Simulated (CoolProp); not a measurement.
CHF3 (R23) along the isobar 6.07 bar: fugacity coefficient from the reference equation and from simpler models built on Tc = 299.3 K, pc = 48.32 bar, ω = 0.263; each cubic takes its own stable root.

The numbers come from the reference Helmholtz-energy equation of state, Penoncello 2003 in CoolProp.

```json
[
 {"T (K)": "146.7", "phase": "liquid", "reference": "0.005106"},
 {"T (K)": "152.8", "phase": "liquid", "reference": "0.009497"},
 {"T (K)": "158.8", "phase": "liquid", "reference": "0.01655"},
 {"T (K)": "164.8", "phase": "liquid", "reference": "0.02749"},
 {"T (K)": "170.9", "phase": "liquid", "reference": "0.04408"},
 {"T (K)": "176.9", "phase": "liquid", "reference": "0.06748"},
 {"T (K)": "183", "phase": "liquid", "reference": "0.1005"},
 {"T (K)": "189", "phase": "liquid", "reference": "0.1441"},
 {"T (K)": "195.1", "phase": "liquid", "reference": "0.2021"},
 {"T (K)": "201.1", "phase": "liquid", "reference": "0.2749"},
 {"T (K)": "207.1", "phase": "liquid", "reference": "0.3656"},
 {"T (K)": "213.2", "phase": "liquid", "reference": "0.4782"},
 {"T (K)": "219.2", "phase": "liquid", "reference": "0.6110"},
 {"T (K)": "225.3", "phase": "liquid", "reference": "0.7701"},
 {"T (K)": "231.3", "phase": "gas", "reference": "0.8872"}
]
```

Task: How far does each simpler model (van der Waals, Redlich-Kwong, Peng-Robinson) lie from the reference over these 15 states: mean and median of the absolute difference, and the worst?

Result: 
- van der Waals: mean 874.5 %, median 478.2 %, worst +3660.3 % at 146.7 K and 6.07 bar
- Redlich-Kwong: mean 88.4 %, median 84.9 %, worst +171.8 % at 146.7 K and 6.07 bar
- Peng-Robinson: mean 1.1 %, median 1.1 %, worst +1.9 % at 146.7 K and 6.07 bar

At some of these states van der Waals, Redlich-Kwong gives the other phase, because its saturation line lies elsewhere.
